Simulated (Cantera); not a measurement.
**Thermodynamics of aluminium and copper etching, feed Cu + HF**

A closed system holds: 1 mol Cu, 3.5 mol HF, equilibrated at 8.00 mbar.

These are equilibrium values from Cantera (NASA tables, ideal gas, pure condensed phases), not measurements of a reactor. Candidate condensed phases: Cu, CuF2; 15 gas species. Rates play no part.

From 500 °C to 1050 °C the condensed part is Cu(s). From 1100 °C to 1150 °C the condensed part is Cu(l).

```tsv
T (°C)	x HF	x CuF	x H2	x Cu	n Cu(s)	n Cu(l)
500	1.000	9.47e-9	4.96e-9	<1e-12	1.00	0
550	1.000	4.84e-8	2.48e-8	<1e-12	1.00	0
600	1.000	2.04e-7	1.03e-7	5.66e-12	1.000	0
650	1.000	7.34e-7	3.70e-7	6.85e-11	1.000	0
700	1.000	2.31e-6	1.16e-6	6.41e-10	1.000	0
750	1.000	6.49e-6	3.26e-6	4.80e-9	1.000	0
800	1.000	1.65e-5	8.29e-6	2.98e-8	1.000	0
850	1.000	3.87e-5	1.94e-5	1.57e-7	1.000	0
900	1.000	8.43e-5	4.22e-5	7.14e-7	1.000	0
950	1.000	0.000172	8.60e-5	2.87e-6	0.999	0
1000	0.999	0.000331	0.000166	1.03e-5	0.999	0
1050	0.999	0.000606	0.000303	3.36e-5	0.998	0
1100	0.998	0.00105	0.000525	9.88e-5	0	0.996
1150	0.997	0.00172	0.000858	0.000262	0	0.993
```
x: gas mole fraction; n: condensed amount in mol.
